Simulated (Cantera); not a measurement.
Ignition delay

Mixture: CH₄ : H₂ : O₂ : N₂ = 1 : 1 : 5.21 : 23.4 (molar parts), equivalence ratio 0.48, at 1.01 bar, adiabatic and at constant volume. Ignition delay is the time to a rise of 400 K.

Model: GRI-Mech 3.0 (53 species, 325 reactions), integrated in Cantera. Below about 1000 K GRI-Mech 3.0 lacks low-temperature oxidation paths. Below about 950 K walls govern HO2 and H2O2 in real vessels.

```
T0 (K)  delay (ms)
------  ----------
850           3610
950           28.1
1050          3.06
1150          1.02
1250         0.436
1350         0.221
1450         0.128
1550        0.0807
1650        0.0539
1750        0.0374
```

```yaml
apparent activation energy between 1550 and 1750 K: 87 kJ/mol
```
